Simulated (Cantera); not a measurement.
Feed: 1 mol Pb, 0.021 mol O₂, 0.59 mol N₂, at 563 Torr.

Equilibrium computed with Cantera from the NASA thermochemical tables; the gas is ideal and each condensed phase is pure. Candidate condensed phases: Pb, PbO, PbO₂, Pb₃O₄; 12 gas species. The numbers say what is thermodynamically allowed, not how fast it happens. All values below are at 875 K.

Base state: N₂ 1.000 (mole fractions); condensed: Pb(l) + PbO(yellow).

Problem. What changes in the equilibrium state with this change: 0.14 mol H₂ added?

Solution. 
```csv
species,before,after
N₂,1.000,0.808
H₂,0,0.134
H₂O,0,0.0575
NH₃,0,4.94e-5
"Pb(l), mol",0.958,1.000
"PbO(yellow), mol",0.0420,0
```
Further candidate phases: H₂O.
